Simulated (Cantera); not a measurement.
Cantera run:

```python
import numpy as np
import cantera as ct

gas_names = """
    AL ALH ALI ALI3 AL2 AL2I6 H HI H2 I I2
""".split()
cond_names = """
    AL(cr) AL(L) ALI3(s) ALI3(L) I2(cr) I2(L)
""".split()


# ... load() reads the species with a 1 bar reference pressure and builds the phases ...
atoms = {
    'Al': {'AL': 1},
    'I2': {'I': 2},
    'H2': {'H': 2},
}
top_T = {}  # K; cautious upper limits of use, not melting points


# ... equilibrate(T, P, feed) seeds the gas with the atoms and calls Mixture.equilibrate('TP', solver="vcs", rtol=1e-11, max_steps=5000) ...
results = []
feed = {'Al': 1, 'I2': 1.3, 'H2': 4.9}  # mol
P = 1000  # Pa
for T in [550, 650, 750, 850, 950, 1050, 1150, 1250, 1350]:
    mix = equilibrate(T, P, feed)
    results.append((T, P, feed, dict(zip(mix.species_names, mix.species_moles))))

top = {s: max(r[3][s] / sum(r[3][g] for g in gas_names) for r in results) for s in gas_names}
cols = sorted((s for s in top if top[s] > 0.0001), key=lambda s: -top[s])[:6]
seen = [c for c in cond_names if any(r[3].get(c, 0) > 1e-12 for r in results)]
print("log10 of partial pressures in bar; condensed amounts in mol")
print(f"{'T/K':>10s}" + "".join(f"{s[:9]:>10s}" for s in cols + seen))
for T, P, feed, n in results:
    ng = sum(n[g] for g in gas_names)
    print(f"{T:10.4g}" + "".join(f"{np.log10(max(n[s] / ng * P / 1e5, 1e-99)):10.3f}" for s in cols)
          + "".join(f"{n.get(c, 0):10.4g}" for c in seen))
```

Output:

```
log10 of partial pressures in bar; condensed amounts in mol
       T/K        H2      ALI3       ALI         I        HI     AL2I6    AL(cr)
       550    -2.063    -2.926    -8.147   -13.779    -9.289    -3.764    0.1333
       650    -2.070    -2.829    -6.211   -11.232    -7.946    -4.996    0.1331
       750    -2.071    -2.825    -4.825    -9.384    -6.984    -6.019    0.1276
       850    -2.076    -2.845    -3.779    -7.975    -6.257    -6.829   0.06885
       950    -2.081    -2.868    -3.467    -6.612    -5.436    -7.476         0
      1050    -2.082    -2.873    -3.454    -5.382    -4.645    -7.961         0
      1150    -2.087    -2.894    -3.395    -4.399    -4.028    -8.389         0
      1250    -2.103    -2.971    -3.247    -3.653    -3.595    -8.861         0
      1350    -2.137    -3.196    -3.048    -3.134    -3.355    -9.577         0
```

Method: chemical equilibrium by Gibbs-energy minimisation in Cantera with the NASA 1993 tables (ideal gas, pure condensed phases).
